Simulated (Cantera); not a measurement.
A closed system holds: 1 mol Si2H6, 0.13 mol O2, 93 mol H2, at 0.450 bar.

These are equilibrium values from Cantera (NASA tables, ideal gas, pure condensed phases), not measurements of a reactor. Candidate condensed phases: H2O, Si, SiO2; 18 gas species. The feed counts by its element totals alone. Mutual solubility and eutectic melting of coexisting phases are not modelled. The tables hold silica as quartz up to 1696 K and as liquid above; real silica turns to tridymite and cristobalite and melts near 1996 K. Gases not in the tables: Si2H6 and higher silanes. Kinetics and transport are ignored.

x: gas mole fraction; n: condensed amount in mol.

```json
[
 {"T (°C)": "425", "x H2": "1.00", "x SiO": "<1e-12", "x H": "<1e-12", "x SiH2": "<1e-12", "x Si": "<1e-12", "x SiH": "<1e-12", "n Si(s)": "1.87", "n SiO2(α-quartz)": "0.130", "n SiO2(β-quartz)": "0", "n Si(l)": "0"},
 {"T (°C)": "525", "x H2": "1.00", "x SiO": "<1e-12", "x H": "3.97e-12", "x SiH2": "<1e-12", "x Si": "<1e-12", "x SiH": "<1e-12", "n Si(s)": "1.87", "n SiO2(α-quartz)": "0.130", "n SiO2(β-quartz)": "0", "n Si(l)": "0"},
 {"T (°C)": "625", "x H2": "1.00", "x SiO": "9.99e-12", "x H": "1.63e-10", "x SiH2": "3.45e-12", "x Si": "<1e-12", "x SiH": "<1e-12", "n Si(s)": "1.87", "n SiO2(α-quartz)": "0", "n SiO2(β-quartz)": "0.130", "n Si(l)": "0"},
 {"T (°C)": "725", "x H2": "1.00", "x SiO": "1.06e-9", "x H": "3.21e-9", "x SiH2": "8.84e-11", "x Si": "<1e-12", "x SiH": "<1e-12", "n Si(s)": "1.87", "n SiO2(α-quartz)": "0", "n SiO2(β-quartz)": "0.130", "n Si(l)": "0"},
 {"T (°C)": "825", "x H2": "1.00", "x SiO": "4.78e-8", "x H": "3.69e-8", "x SiH2": "1.25e-9", "x Si": "<1e-12", "x SiH": "<1e-12", "n Si(s)": "1.87", "n SiO2(α-quartz)": "0", "n SiO2(β-quartz)": "0.130", "n Si(l)": "0"},
 {"T (°C)": "925", "x H2": "1.000", "x SiO": "1.13e-6", "x H": "2.83e-7", "x SiH2": "1.14e-8", "x Si": "2.86e-12", "x SiH": "___", "n Si(s)": "1.87", "n SiO2(α-quartz)": "0", "n SiO2(β-quartz)": "0.130", "n Si(l)": "0"},
 {"T (°C)": "1025", "x H2": "1.000", "x SiO": "1.61e-5", "x H": "1.60e-6", "x SiH2": "7.39e-8", "x Si": "9.03e-11", "x SiH": "___", "n Si(s)": "1.87", "n SiO2(α-quartz)": "0", "n SiO2(β-quartz)": "0.129", "n Si(l)": "0"},
 {"T (°C)": "1125", "x H2": "1.000", "x SiO": "0.000156", "x H": "7.05e-6", "x SiH2": "3.66e-7", "x Si": "1.73e-9", "x SiH": "___", "n Si(s)": "1.86", "n SiO2(α-quartz)": "0", "n SiO2(β-quartz)": "0.122", "n Si(l)": "0"},
 {"T (°C)": "1225", "x H2": "0.999", "x SiO": "0.00111", "x H": "2.56e-5", "x SiH2": "1.46e-6", "x Si": "2.23e-8", "x SiH": "___", "n Si(s)": "1.82", "n SiO2(α-quartz)": "0", "n SiO2(β-quartz)": "0.0765", "n Si(l)": "0"},
 {"T (°C)": "1325", "x H2": "0.997", "x SiO": "0.00270", "x H": "7.92e-5", "x SiH2": "4.88e-6", "x Si": "2.08e-7", "x SiH": "___", "n Si(s)": "1.74", "n SiO2(α-quartz)": "0", "n SiO2(β-quartz)": "0", "n Si(l)": "0"},
 {"T (°C)": "1425", "x H2": "0.997", "x SiO": "0.00270", "x H": "0.000215", "x SiH2": "1.39e-5", "x Si": "1.46e-6", "x SiH": "___", "n Si(s)": "0", "n SiO2(α-quartz)": "0", "n SiO2(β-quartz)": "0", "n Si(l)": "1.74"},
 {"T (°C)": "1525", "x H2": "0.997", "x SiO": "0.00270", "x H": "0.000524", "x SiH2": "2.94e-5", "x Si": "6.85e-6", "x SiH": "___", "n Si(s)": "0", "n SiO2(α-quartz)": "0", "n SiO2(β-quartz)": "0", "n Si(l)": "1.74"}
]
```

**Question.** Some entries are withheld; supply them.

**Answer.** 
- 925, x SiH: 2.92e-11
- 1025, x SiH: 5.08e-10
- 1125, x SiH: 5.85e-9
- 1225, x SiH: 4.84e-8
- 1325, x SiH: 3.06e-7
- 1425, x SiH: 1.52e-6
- 1525, x SiH: 5.27e-6
